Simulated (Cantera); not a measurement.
Thermodynamics of fluorocarbon and chlorocarbon gases, feed CH3Cl + H2

Feed: 1 mol CH3Cl, 0.043 mol H2, held at 54.0 mbar.

Equilibrium computed with Cantera from the NASA thermochemical tables; the gas is ideal and each condensed phase is pure. Candidate condensed phases: C, C6H6, C7H8, C8H18; 91 gas species. The numbers say what is thermodynamically allowed, not how fast it happens.

From 2525 K to 2875 K the condensed part is C(graphite). The main C-bearing gas is C2H2 (acetylene) throughout. The share of C in condensed phases is highest at 2525 K (97.5 %) and lowest at 2875 K (90.3 %).

```tsv
T (K)	log p H2	log p HCl	log p H	log p Cl	log p C2H2 (acetylene)	n C(graphite)
2525	-1.61	-1.66	-2.36	-2.56	-3.53	0.975
2575	-1.62	-1.68	-2.27	-2.48	-3.45	0.970
2625	-1.63	-1.70	-2.19	-2.41	-3.38	0.963
2675	-1.65	-1.72	-2.11	-2.34	-3.32	0.955
2725	-1.67	-1.75	-2.04	-2.28	-3.26	0.946
2775	-1.69	-1.79	-1.97	-2.23	-3.21	0.935
2825	-1.72	-1.82	-1.91	-2.17	-3.16	0.921
2875	-1.75	-1.86	-1.85	-2.13	-3.12	0.903
```
log p: log10 of the partial pressure in bar; n: condensed amount in mol.
